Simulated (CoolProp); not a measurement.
Values from CoolProp's reference Helmholtz-energy equation of state, Wu 2012.

Give the vapour pressure (bar), liquid density (kg/m³), enthalpy of vaporisation (kJ/kg), liquid cp (kJ/(kg K)) of saturated fluoroethane (R161) at 9.75 °C.


```tsv
T (°C)	p (bar)	liquid density (kg/m³)	enthalpy of vaporisation (kJ/kg)	liquid cp (kJ/(kg K))
9.75	5.95	741	365	2.19
```
